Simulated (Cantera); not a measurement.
A closed system holds: 1 mol Zr, a varied amount of H₂O, held at 1727 °C and 91.0 Pa.

Equilibrium computed with Cantera from the NASA thermochemical tables; the gas is ideal and each condensed phase is pure. Candidate condensed phases: H₂O, Zr, ZrO₂; 12 gas species. The numbers say what is thermodynamically allowed, not how fast it happens.

Q: At 9.6 mol H₂O, list the 5 most abundant gas species with their mole fractions, and the condensed phases.

A: H₂O 0.764, H₂ 0.200, H 0.0241, OH 0.00919, O₂ 0.00133. Condensed: ZrO₂(tetragonal).
